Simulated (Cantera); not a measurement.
A Cantera script and what it prints.

```python
import numpy as np
import cantera as ct

gas_names = [...]  # 114 gases of nasa_gas.yaml made of C, Fe, H, O
cond_names = """
    C(gr) C6H6(L) C7H8(L) C8H18(L),n-octa Fe(a) Fe(c) Fe(d) Fe(L) FeC5O5(L) FeO(s) FeO(L) Fe(OH)2(s)
    Fe(OH)3(s) Fe2O3(s) Fe3O4(s) H2O(s) H2O(L)
""".split()


# ... load() reads the species with a 1 bar reference pressure and builds the phases ...
atoms = {
    'Fe': {'Fe': 1},
    'H2O': {'H': 2, 'O': 1},
    'H2': {'H': 2},
    'CO': {'C': 1, 'O': 1},
}
top_T = {'C(gr)': 4500, 'Fe2O3(s)': 1830, 'Fe3O4(s)': 1870}  # K; cautious upper limits of use, not melting points


# ... equilibrate(T, P, feed) seeds the gas with the atoms and calls Mixture.equilibrate('TP', solver="vcs", rtol=1e-11, max_steps=5000) ...
results = []
T = 1725  # K
P = 100  # Pa
for m in [0.54, 0.79, 1.2, 1.7, 2.4, 3.6, 5.2, 7.6]:
    feed = {'Fe': 1, 'H2O': m, 'H2': 3.4, 'CO': 0.18}  # mol
    mix = equilibrate(T, P, feed)
    results.append((T, P, feed, dict(zip(mix.species_names, mix.species_moles))))
    x = sorted(zip(gas.X, gas.species_names), reverse=True)
    print(f"T = {T:g} K  P = {P:g} Pa  n(H2O) = {m:g} mol  gas = {mix.phase_moles(0):.4g} mol")
    print("   x: " + "  ".join(f"{s} {v:.3e}" for v, s in x if v > 0.0001))
    print("   condensed (mol): " + ("  ".join(f"{mix.phase(i).name} {mix.phase_moles(i):.4g}"
          for i in range(1, mix.n_phases) if mix.phase_moles(i) > 1e-12) or "none"))
```

It prints:

```
T = 1725 K  P = 100 Pa  n(H2O) = 0.54 mol  gas = 4.17 mol
   x: H2 8.145e-01  H2O 1.276e-01  CO 4.132e-02  Fe 9.421e-03  H 5.300e-03  CO2 1.839e-03
   condensed (mol): Fe(d) 0.9606
T = 1725 K  P = 100 Pa  n(H2O) = 0.79 mol  gas = 4.423 mol
   x: H2 7.686e-01  H2O 1.760e-01  CO 3.821e-02  Fe 9.421e-03  H 5.149e-03  CO2 2.486e-03
   condensed (mol): Fe(d) 0.9582
T = 1725 K  P = 100 Pa  n(H2O) = 1.2 mol  gas = 4.838 mol
   x: H2 7.038e-01  H2O 2.445e-01  CO 3.386e-02  Fe 9.421e-03  H 4.927e-03  CO2 3.343e-03
   condensed (mol): Fe(d) 0.9542
T = 1725 K  P = 100 Pa  n(H2O) = 1.7 mol  gas = 5.344 mol
   x: H2 6.496e-01  H2O 3.024e-01  CO 2.975e-02  Fe 9.421e-03  H 4.733e-03  CO2 3.936e-03  OH 1.214e-04
   condensed (mol): Fe(d) 0.8875  FeO(L) 0.06183
T = 1725 K  P = 100 Pa  n(H2O) = 2.4 mol  gas = 6.052 mol
   x: H2 6.522e-01  H2O 3.037e-01  CO 2.627e-02  Fe 9.421e-03  H 4.743e-03  CO2 3.475e-03  OH 1.217e-04
   condensed (mol): Fe(d) 0.4027  FeO(L) 0.5399
T = 1725 K  P = 100 Pa  n(H2O) = 3.6 mol  gas = 7.25 mol
   x: H2 6.010e-01  H2O 3.621e-01  CO 2.120e-02  Fe 7.280e-03  H 4.553e-03  CO2 3.629e-03  OH 1.511e-04
   condensed (mol): FeO(L) 0.9467
T = 1725 K  P = 100 Pa  n(H2O) = 5.2 mol  gas = 8.84 mol
   x: H2 4.956e-01  H2O 4.751e-01  CO 1.600e-02  Fe 4.575e-03  CO2 4.359e-03  H 4.134e-03  OH 2.184e-04
   condensed (mol): FeO(L) 0.9588
T = 1725 K  P = 100 Pa  n(H2O) = 7.6 mol  gas = 11.24 mol
   x: H2O 5.852e-01  H2 3.918e-01  CO 1.125e-02  CO2 4.774e-03  H 3.676e-03  Fe 2.936e-03  OH 3.025e-04
   condensed (mol): FeO(L) 0.9659
```

Cantera equilibrium calculation (NASA polynomials, part measured and part estimated; ideal gas, pure solids and liquids). Mutual solubility and eutectic melting of coexisting phases are not modelled. The tables' stoichiometric FeO is somewhat more stable than real wüstite, so its field is too wide. FeO: taken at fixed stoichiometry.
